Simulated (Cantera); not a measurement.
# Diamond growth

A diamond (100) surface in a fixed gas of H2 with x(CH4) = 0.023, x(CH3) = 1.9e-05, at 950 K, 1500 Pa; coverages are run to steady state.

Detailed kinetics in Cantera: the Harris–Goodwin 1993 mechanism for the reconstructed diamond (100) surface.

```csv
x(H),growth (µm/h),θ c6HH,θ c6H*,θ c6*H,θ c6**,θ c6HM
0.0001,0.0355,0.630,0.0128,0.304,0.00397,0.0379
0.00022,0.0591,0.628,0.0133,0.316,0.00510,0.0289
0.00048,0.0820,0.632,0.0137,0.324,0.00586,0.0184
0.001,0.0980,0.636,0.0139,0.330,0.00628,0.0106
0.0023,0.109,0.640,0.0140,0.333,0.00654,0.00512
0.005,0.114,0.642,0.0141,0.334,0.00665,0.00247
0.011,0.117,0.643,0.0141,0.335,0.00671,0.00115
0.024,0.118,0.643,0.0142,0.335,0.00674,0.000532
0.052,0.118,0.643,0.0143,0.336,0.00676,0.000247
```
θ: site fractions in the mechanism's names (c6HH fully hydrogenated, c6H* and c6*H radical sites, c6** diradical, c6HM methylated).
